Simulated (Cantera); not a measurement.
A closed system holds: 1 mol CuO, 3.7 mol CH4, 13 mol H2, equilibrated at 2375 K and 0.00100 bar.

Cantera equilibrium calculation (NASA polynomials, part measured and part estimated; ideal gas, pure solids and liquids). Candidate condensed phases: C, C6H6, C7H8, C8H18, Cu, CuO, Cu(OH)2, Cu2O, H2O; 113 gas species. The numbers say what is thermodynamically allowed, not how fast it happens.

Base state: H2 0.582, H 0.340, CO 0.0370, Cu 0.0370, C2H2 (acetylene) 0.00361, C2H 0.000115, C3 6.39e-5, C 2.72e-5 (mole fractions); condensed: C(graphite).

Question: What changes in the equilibrium state with this change: temperature from 2375 K to 2273.15 K?

Answer: 
```tsv
species	before	after
H2	0.582	0.696
H	0.340	0.222
CO	0.0370	0.0397
Cu	0.0370	0.0397
C3	6.39e-5	1.01e-5
C	2.72e-5	5.38e-6
C2H	0.000115	3.53e-5
C2H2 (acetylene)	0.00361	0.00263
C(graphite), mol	2.49	2.56
```

Question: What changes in the equilibrium state with this change: CuO replaced by TiO2?

Answer: 
```json
[
 {"species": "H2", "before": "0.582", "after": "0.582"},
 {"species": "H", "before": "0.340", "after": "0.340"},
 {"species": "CO", "before": "0.0370", "after": "0.0741"},
 {"species": "Cu", "before": "0.0370", "after": "0"},
 {"species": "Ti", "before": "0", "after": "0.000338"},
 {"species": "C2H2 (acetylene)", "before": "0.00361", "after": "0.00361"},
 {"species": "C2H", "before": "0.000115", "after": "0.000115"},
 {"species": "C", "before": "2.72e-5", "after": "2.72e-5"},
 {"species": "C3", "before": "6.39e-5", "after": "6.39e-5"},
 {"species": "C(graphite), mol", "before": "2.49", "after": "0.500"},
 {"species": "TiC(s), mol", "before": "0", "after": "0.991"}
]
```
TiC: taken at fixed stoichiometry. Further candidate phases: Ti, TiC, TiO, TiO2, Ti2O3, Ti3O5, Ti4O7.
